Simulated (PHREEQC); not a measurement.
Make-up at 25 °C: 3.5 mol/kgw HCl, 0.63 mol/kgw FeCl2 and 4.6 mol/kgw MgCl2. Closed to the air; pH follows from the charge balance.

The numbers come from PHREEQC with the Pitzer model, pitzer.dat.

No solid was allowed to form.

Task: Estimate the pH, osmotic coefficient.

Result: pH -3.87; osmotic coefficient 3.793.

The solution is supersaturated, for example in Bischofite, so a real one may precipitate; this is no full list. Species that the database lacks are ignored. In brines, pH and single-ion activities rest on the MacInnes convention.
